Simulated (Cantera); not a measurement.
Feed: 1 mol SiC, 0.013 mol N2O, 170 mol H2, held at 1602 °C and 0.600 Pa.

These are equilibrium values from Cantera (NASA tables, ideal gas, pure condensed phases), not measurements of a reactor. Candidate condensed phases: C, C6H6, C7H8, C8H18, H2O, Si, SiC, SiO2, Si2N2O, Si3N4; 151 gas species. The numbers say what is thermodynamically allowed, not how fast it happens.

Q: What is the equilibrium state?

A: 
- x(H2) = 0.761
- x(H) = 0.233
- x(Si) = 0.00503
- x(C2H2 (acetylene)) = 0.000241
- x(SiC2) = 0.000111
- x(CO) = 6.71e-5
- x(HCN) = 4.90e-5
- x(N2) = 4.14e-5
- x(SiH) = 9.96e-6
- n(C(graphite)) = 0.838 mol
- gas amount = 193.6 mol
- log10 activity of Si(l) (absent) = -2.48
